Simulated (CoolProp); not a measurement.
A Linde-Hampson liquefier for methane: isothermal reversible compression at 230 K from 1 atm to 40 MPa, throttling to 1 atm, return gas leaving the recuperator 0 K below the feed. Each further row changes one setting.

Model: reference Helmholtz-energy equation of state, Setzmann 1991, in CoolProp.

| case | liquid yield per pass | compression work (kJ/kg of gas) |
|---|---|---|
| as stated | [?] | 609 |
| high pressure 80 MPa | [?] | [?] |
| warm-end temperature 260 K | 0.331 | 727 |
| warm-end gap 5 K | [?] | 609 |

### Question
What belongs in the gaps?

### Answer

- as stated, liquid yield per pass: 0.407
- high pressure 80 MPa, liquid yield per pass: 0.349
- high pressure 80 MPa, compression work (kJ/kg of gas): 724
- warm-end gap 5 K, liquid yield per pass: 0.399
